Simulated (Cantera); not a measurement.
Feed: 1 mol HCl, 0.53 mol H₂O, 0.65 mol N₂, equilibrated at 1350 K and 28.0 bar.

Cantera equilibrium calculation (NASA polynomials, part measured and part estimated; ideal gas, pure solids and liquids). Candidate condensed phases: H₂O, NH₄Cl; 29 gas species. Kinetics and transport are ignored.

Base state: HCl 0.459, N₂ 0.298, H₂O 0.243, H₂ 5.42e-5, Cl₂ 4.21e-5, Cl 2.34e-5 (mole fractions); condensed: gas only.

Question: What changes in the equilibrium state with this change: temperature from 1350 K to 2323 K?

Answer: 
| species | before | after |
|---|---|---|
| HCl | 0.459 | 0.447 |
| N₂ | 0.298 | 0.296 |
| H₂O | 0.243 | 0.240 |
| Cl | 2.34e-5 | 0.00843 |
| H₂ | 5.42e-5 | 0.00614 |
| H | 3.32e-9 | 0.000161 |
| O | <1e-9 | 1.87e-5 |
| O₂ | 2.99e-8 | 0.000304 |
| OH | 2.42e-7 | 0.00105 |
